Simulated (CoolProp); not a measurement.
Computed with CoolProp (reference Helmholtz-energy equation of state, Akasaka 2019).

### Question
Give the vapour pressure (MPa), vapour density (kg/m³), enthalpy of vaporisation (kJ/kg) of saturated R1234ze(Z) at 330.9 K.

### Answer
| T (K) | p (MPa) | vapour density (kg/m³) | enthalpy of vaporisation (kJ/kg) |
|---|---|---|---|
| 330.9 | 0.486 | 23.5 | 184 |
